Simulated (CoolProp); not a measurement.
1-butene along the isobar 53.7 bar: Z from the reference equation and from simpler models built on Tc = 146.1 °C, pc = 40.06 bar, ω = 0.192; each cubic takes its own stable root.

Computed with CoolProp (reference Helmholtz-energy equation of state, Lemmon 2005). It is a short technical equation, of lower accuracy than the large ones.

| T (°C) | phase | reference | Soave-Redlich-Kwong | Peng-Robinson |
|---|---|---|---|---|
| -73.05 | liquid | (withheld) | 0.2799 | (withheld) |
| -55.45 | liquid | (withheld) | 0.2627 | 0.2336 |
| -37.85 | liquid | 0.2313 | 0.2488 | 0.2210 |
| -20.35 | liquid | (withheld) | 0.2376 | 0.2109 |
| -2.75 | liquid | 0.2133 | 0.2287 | (withheld) |
| 14.85 | liquid | 0.2067 | 0.2218 | 0.1965 |
| 32.35 | liquid | 0.2016 | 0.2169 | 0.1920 |
| 49.95 | liquid | 0.1979 | 0.2139 | 0.1893 |

Some entries are withheld; supply them.


- -73.05, reference: 0.2580
- -73.05, Peng-Robinson: 0.2491
- -55.45, reference: 0.2434
- -20.35, reference: 0.2214
- -2.75, Peng-Robinson: 0.2028
